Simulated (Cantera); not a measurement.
A closed system holds: 1 mol Si, 0.0092 mol O2, 42 mol H2, at 752 °C and 100000 Pa.

Method: chemical equilibrium by Gibbs-energy minimisation in Cantera with the NASA 1993 tables (ideal gas, pure condensed phases). Candidate condensed phases: H2O, Si, SiO2; 18 gas species. Mutual solubility and eutectic melting of coexisting phases are not modelled. The numbers say what is thermodynamically allowed, not how fast it happens.

Base state: H2 1.00 (mole fractions); condensed: Si(s) + SiO2(β-quartz).

**Question.** What changes in the equilibrium state with this change: Si replaced by Si3N4?

**Answer.** 
| species | before | after |
|---|---|---|
| H2 | 1.00 | 1.000 |
| N2 | 0 | 0.000143 |
| Si(s), mol | 0.991 | 0 |
| SiO2(β-quartz), mol | 0.00920 | 0 |
| Si2N2O(s), mol | 0 | 0.0184 |
| Si3N4(s), mol | 0 | 0.988 |
Further candidate phases: Si2N2O, Si3N4.

**Question.** What changes in the equilibrium state with this change: 1.2 mol Cl2 added?

**Answer.** 
| species | before | after |
|---|---|---|
| H2 | 1.00 | 0.978 |
| HCl | 0 | 0.00736 |
| SiHCl3 | 0 | 0.00715 |
| SiCl4 | 0 | 0.00625 |
| SiH2Cl2 | 0 | 0.000906 |
| SiCl3 | 0 | 0.000172 |
| Si(s), mol | 0.991 | 0.369 |
| SiO2(β-quartz), mol | 0.00920 | 0.00920 |
The tables' values for SiCl3 are old estimates; treat these amounts as uncertain.
